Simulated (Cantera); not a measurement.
A closed system holds: 1 mol CH₃Cl, at 552 °C and 0.0133 bar.

These are equilibrium values from Cantera (NASA tables, ideal gas, pure condensed phases), not measurements of a reactor. Candidate condensed phases: C, C₆H₆, C₇H₈, C₈H₁₈; 91 gas species. Rates play no part.

Base state: HCl 0.501, H₂ 0.496, CH₄ 0.00296 (mole fractions); condensed: C(graphite).

What changes in the equilibrium state with this change: CH₃Cl replaced by c-C₄F₈?


```tsv
species	before	after
CF₄	0	1.00
HCl	0.501	0
H₂	0.496	0
CH₄	0.00296	0
C(graphite), mol	0.994	2.00
```
The feed counts by its element totals alone. Condensed phases not in the tables: fluorocarbon polymer. Gases not in the tables: C₂F₆ and larger saturated fluorocarbons.
